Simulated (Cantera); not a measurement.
Cantera run:

```python
import numpy as np
import cantera as ct

gas_names = """
    H2 O3 H2O
""".split()
cond_names = """

""".split()


# ... load() reads the species with a 1 bar reference pressure and builds the phases ...
species = {s.name: s for s in load("nasa_gas.yaml", gas_names) + load("nasa_condensed.yaml", cond_names)}
# Each term lists the table entries of one substance; the one whose range holds T is used.
reactions = {
    '3 H2(g) + O3(g) = 3 H2O(g)':
        [(-3, ['H2']), (-1, ['O3']), (3, ['H2O'])],
}


def pick(names, T):
    return next(species[n] for n in names if species[n].thermo.min_temp <= T <= species[n].thermo.max_temp)


results = []
for label, terms in reactions.items():
    print(label)
    print("     T/K   dH/kJ  dS/(J/K)   dG/kJ   log10 K")
    for T in [948, 1148, 1348, 1548, 1748, 1948, 2148, 2348]:
        used = [(nu, pick(names, T)) for nu, names in terms]
        dH = sum(nu * s.thermo.h(T) for nu, s in used) / 1e6
        dS = sum(nu * s.thermo.s(T) for nu, s in used) / 1e3
        dG = dH - T * dS / 1e3
        logK = -dG * 1e6 / (ct.gas_constant * T * np.log(10))
        results.append((label, T, dH, dS, dG, logK, [s.name for _, s in used]))
        print(f"{T:8g} {dH:8.1f} {dS:8.1f} {dG:8.1f} {logK:8.2f}")
```

Result:

```
3 H2(g) + O3(g) = 3 H2O(g)
     T/K   dH/kJ  dS/(J/K)   dG/kJ   log10 K
     948   -885.3    -96.9   -793.5    43.72
    1148   -889.5   -100.9   -773.6    35.20
    1348   -892.8   -103.6   -753.2    29.18
    1548   -895.6   -105.5   -732.3    24.71
    1748   -898.4   -107.2   -711.0    21.25
    1948   -901.3   -108.8   -689.4    18.48
    2148   -904.7   -110.4   -667.4    16.23
    2348   -908.6   -112.2   -645.2    14.35
```

Source: NASA polynomial tables (part measured, part estimated), evaluated in Cantera. Condensed species are held in their standard states even where they would react or evaporate.
